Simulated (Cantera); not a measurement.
Si(CH3)4 + C2H4 + H2 (silicon carbide growth)

Feed: 1 mol Si(CH3)4, 1.5 mol C2H4, 420 mol H2, held at 1.43 Torr.

Method: chemical equilibrium by Gibbs-energy minimisation in Cantera with the NASA 1993 tables (ideal gas, pure condensed phases). Candidate condensed phases: C, C6H6, C7H8, C8H18, Si, SiC; 87 gas species. The numbers say what is thermodynamically allowed, not how fast it happens.

From 1575 K to 1975 K the condensed part is C(graphite) + SiC(s). From 2075 K to 2375 K the condensed part is C(graphite). From 2475 K to 2575 K nothing is condensed. The main Si-bearing gas is Si throughout.

```csv
T (K),x H2,x H,x C2H2 (acetylene),x Si,x C2H,x C3,x SiC2,x C,n C(graphite),n SiC(s)
1575,0.999,0.000953,2.11e-5,2.91e-7,5.89e-11,<1e-12,9.36e-10,<1e-12,5.98,1.000
1675,0.997,0.00266,5.79e-5,3.07e-6,7.65e-10,<1e-12,2.04e-8,3.71e-12,5.95,0.998
1775,0.993,0.00662,0.000141,2.48e-5,7.41e-9,2.78e-11,3.12e-7,6.77e-11,5.89,0.988
1875,0.985,0.0149,0.000312,0.000160,5.62e-8,5.43e-10,3.54e-6,9.05e-10,5.80,0.924
1975,0.968,0.0309,0.000628,0.000849,3.44e-7,7.82e-9,3.12e-5,9.29e-9,5.83,0.584
2075,0.937,0.0592,0.00116,0.00201,1.76e-6,8.64e-8,0.000116,7.60e-8,5.85,0
2175,0.890,0.106,0.00199,0.00196,7.61e-6,7.62e-7,0.000171,5.13e-7,5.02,0
2275,0.819,0.176,0.00312,0.00185,2.84e-5,5.52e-6,0.000234,2.92e-6,3.79,0
2375,0.719,0.274,0.00446,0.00168,9.25e-5,3.37e-5,0.000298,1.43e-5,2.07,0
2475,0.594,0.398,0.00557,0.00150,0.000254,0.000167,0.000348,6.08e-5,0,0
2575,0.456,0.537,0.00439,0.00140,0.000432,0.000429,0.000292,0.000193,0,0
```
x: gas mole fraction; n: condensed amount in mol.
